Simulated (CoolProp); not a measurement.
Properties of cyclopentane at several states.

The numbers come from the reference Helmholtz-energy equation of state, Gedanitz 2015 in CoolProp.

```json
[
 {"T (°C)": "131.15", "p (MPa)": "0.0196", "phase": "gas", "density (kg/m³)": "0.4102", "cp (kJ/(kg K))": "1.715", "speed of sound (m/s)": "226.3"},
 {"T (°C)": "-57.15", "p (MPa)": "0.615", "phase": "liquid", "density (kg/m³)": "817.4", "cp (kJ/(kg K))": "1.494", "speed of sound (m/s)": "1657"},
 {"T (°C)": "164.05", "p (MPa)": "13.4", "phase": "liquid", "density (kg/m³)": "613.0", "cp (kJ/(kg K))": "2.478", "speed of sound (m/s)": "723.3"}
]
```
